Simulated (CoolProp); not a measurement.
Vapour-liquid equilibrium of R22 (1) + c-C4F8 (RC318) (2) at 248.1 K; x and y are mole fractions of (1).

Values from CoolProp's multi-fluid Helmholtz-energy mixture model, Kamei 1995 and Platzer 1990; pair parameters Bell 2016. This equation is an older, rougher fit; its heat capacities, sound speeds and derivatives of the liquid may be far off and weren't checked against measurements.

**Question.** Give the bubble pressure and the first vapour's composition at x = 0.2, 0.425, 0.8. Is there an azeotrope?

**Answer.** x = 0.2: 0.8293 bar, y = 0.607; x = 0.425: 1.484 bar, y = 0.844; x = 0.8: 1.896 bar, y = 0.922. No azeotrope shows between x = 0.05 and 0.95.

The pair parameters rest on a limited set of measurements; away from them the model extrapolates. The gap from Raoult's law changes sign with composition, which may be real or a fault of the pair parameters; it wasn't checked against measurements.
